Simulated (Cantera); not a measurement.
**Equilibrium for abatement and gas-phase synthesis: SO₂ + H₂O + N₂**

Input: 1 mol SO₂, 0.18 mol H₂O, 0.88 mol N₂, equilibrated at 36000 Pa.

These are equilibrium values from Cantera (NASA tables, ideal gas, pure condensed phases), not measurements of a reactor. Candidate condensed phases: H₂O, H₂SO₄, S; 35 gas species. Rates play no part.

```
T (°C)  x SO₂   x N₂   x H₂O      x SO      x O₂      x OH       x O       x H      x NO      x H₂
------  -----  -----  ------  --------  --------  --------  --------  --------  --------  --------
1527    0.484  0.427  0.0869  0.000771  0.000431  0.000177   4.21e-6   1.16e-5  0.000139  0.000376
1627    0.483  0.427  0.0864   0.00158  0.000855  0.000371   1.45e-5   3.35e-5  0.000269  0.000642
1727    0.481  0.426  0.0857   0.00300   0.00158  0.000720   4.43e-5   8.73e-5  0.000488   0.00104
1827    0.478  0.425  0.0847   0.00536   0.00273   0.00131  0.000121  0.000208  0.000834   0.00160
1927    0.473  0.424  0.0831   0.00907   0.00450   0.00224  0.000302  0.000456   0.00135   0.00235
2027    0.465  0.421  0.0808    0.0146   0.00706   0.00364  0.000695  0.000930   0.00210   0.00333
2127    0.454  0.418  0.0776    0.0224    0.0106   0.00563   0.00149   0.00178   0.00313   0.00451
2227    0.439  0.414  0.0734    0.0329    0.0153   0.00831   0.00299   0.00321   0.00450   0.00588
2327    0.418  0.408  0.0680    0.0465    0.0212    0.0117   0.00565   0.00549   0.00623   0.00737
2427    0.392  0.400  0.0612    0.0633    0.0284    0.0158    0.0101   0.00891   0.00833   0.00884
2527    0.360  0.390  0.0534    0.0828    0.0365    0.0203    0.0173    0.0137    0.0108    0.0101
```
x: gas mole fraction; nothing condenses.

From 1527 °C to 2527 °C nothing is condensed.
